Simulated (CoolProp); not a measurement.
Vapour-liquid equilibrium of benzene (1) + toluene (2) at 0.139 MPa; x and y are mole fractions of (1).

Computed with CoolProp (multi-fluid Helmholtz-energy mixture model, Thol 2012 and Lemmon 2006; pair parameters Bell 2016).

| x | bubble temperature (°C) | y at the bubble point | dew temperature at overall composition x (°C) | liquid density (mol/L) |
|---|---|---|---|---|
| 0.05 | 119.9 | 0.102 | 121.0 | 8.416 |
| 0.2 | 113.7 | 0.356 | 117.6 | 8.689 |
| 0.35 | 108.3 | 0.549 | 113.9 | 8.966 |
| 0.5 | 103.4 | 0.697 | 109.7 | 9.250 |
| 0.65 | 99.1 | 0.813 | 105.0 | 9.541 |
| 0.8 | 95.3 | 0.905 | 99.6 | 9.841 |
| 0.95 | 91.8 | 0.979 | 93.2 | 10.15 |

No azeotrope shows between x = 0.05 and 0.95.

Pair parameters are fitted to limited data, so mixtures are less certain than the pure fluids.
